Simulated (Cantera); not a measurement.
Feed: 1 mol (CH3)2SiCl2, 0.024 mol C3H8, 10 mol H2, at 13.3 mbar.

Cantera equilibrium calculation (NASA polynomials, part measured and part estimated; ideal gas, pure solids and liquids). Candidate condensed phases: C, C6H6, C7H8, C8H18, Si, SiC; 109 gas species. The feed counts by its element totals alone. The tables' values for SiCl are old estimates; treat these amounts as uncertain. Gases not in the tables: Si2H6 and higher silanes. Equilibrium is a limit: real reactors are often held back by kinetics, nucleation or transport.

At 2077 °C, list the 5 most abundant gas species with their mole fractions, and the condensed phases.

H2 0.752, HCl 0.111, H 0.0937, Si 0.0177, Cl 0.00986. Condensed: C(graphite) + SiC(s).
